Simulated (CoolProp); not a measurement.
Properties of R124 at several states.

The numbers come from the reference Helmholtz-energy equation of state, de Vries 1995 in CoolProp.

| T (°C) | p (MPa) | phase | density (kg/m³) | cp (kJ/(kg K)) | speed of sound (m/s) | Joule-Thomson coefficient (K/MPa) | fugacity coefficient |
|---|---|---|---|---|---|---|---|
| -74.45 | 0.138 | liquid | 1648 | (withheld) | 938.7 | -0.4225 | 0.01946 |
| -134.55 | 0.0372 | liquid | 1804 | (withheld) | 1210 | (withheld) | 4.327e-5 |
| -130.75 | 0.0129 | liquid | (withheld) | 0.9323 | 1192 | -0.4747 | 0.0002478 |
| 10.45 | 5.72 | liquid | (withheld) | 1.083 | (withheld) | -0.2637 | 0.04830 |
| 64.15 | 0.0415 | gas | 2.034 | 0.7834 | 148.5 | 15.01 | 0.9932 |
| 40.85 | 4.76 | liquid | 1325 | 1.145 | (withheld) | (withheld) | 0.1313 |

Q: What belongs in the gaps?

A: 
- -74.45, cp (kJ/(kg K)): 0.9783
- -134.55, cp (kJ/(kg K)): 0.9307
- -134.55, Joule-Thomson coefficient (K/MPa): -0.4767
- -130.75, density (kg/m³): 1794
- 10.45, density (kg/m³): 1426
- 10.45, speed of sound (m/s): 625.1
- 40.85, speed of sound (m/s): 505.2
- 40.85, Joule-Thomson coefficient (K/MPa): -0.1251
